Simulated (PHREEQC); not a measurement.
Consider water at 25 °C with 0.00066 mol/kgw H2SeO3 and 0.06 mol/kgw NaF. Closed to the air; pH follows from the charge balance.

Model: ion-association model, wateq4f.dat, run in PHREEQC.

Each row changes one thing in this solution. Precipitation was switched off in this run.

| case | pH | ionic strength (mol/kgw) | H2SeO3 (mol/kgw) | SeO3-2 (mol/kgw) |
|---|---|---|---|---|
| as made | 5.11 | 0.0587 | 2.28e-6 | 5.04e-7 |
| diluted 100-fold with water | 5.46 | (withheld) | 1.25e-8 | 6.52e-9 |
| 0.047 mol/kgw H2SO4 added | 1.81 | 0.102 | 0.000573 | 3.73e-11 |
| NaF left out | 3.30 | 0.000517 | 0.000143 | 3.51e-9 |
| H2SeO3 from 0.00066 to 0.00132 mol/kgw | 4.81 | (withheld) | 9.17e-6 | (withheld) |

Task: Some entries are withheld; supply them.

Result: 
- diluted 100-fold with water, ionic strength (mol/kgw): 0.000603
- H2SeO3 from 0.00066 to 0.00132 mol/kgw, ionic strength (mol/kgw): 0.0588
- H2SeO3 from 0.00066 to 0.00132 mol/kgw, SeO3-2 (mol/kgw): 4.98e-7

wateq4f.dat counts part of the HF as a dimer, H2F2, which phreeqc.dat doesn't know; its constant is uncertain.
